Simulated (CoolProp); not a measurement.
The fluid at 493.82 K and 0.174 MPa is throttled through a valve to 0.0762 MPa with no heat exchange. The same conditions are run with several fluids, on thermodynamics alone (safety and materials aside).

Model: reference Helmholtz-energy equation of state of each fluid (ethane: Bücker 2006; nitrogen: Span 2000; tetrahydrofuran: Fiedler 2023; p-xylene: Zhou 2012; R143a: Lemmon and Jacobsen 2000), in CoolProp.

```json
[
 {"fluid": "ethane", "temperature change (K)": "-0.3", "final density (kg/m³)": "0.559"},
 {"fluid": "nitrogen", "temperature change (K)": "-0.0", "final density (kg/m³)": "0.520"},
 {"fluid": "tetrahydrofuran", "temperature change (K)": "-0.8", "final density (kg/m³)": "1.35"},
 {"fluid": "p-xylene", "temperature change (K)": "-1.7", "final density (kg/m³)": "2.01"},
 {"fluid": "R143a", "temperature change (K)": "-0.4", "final density (kg/m³)": "1.56"}
]
```
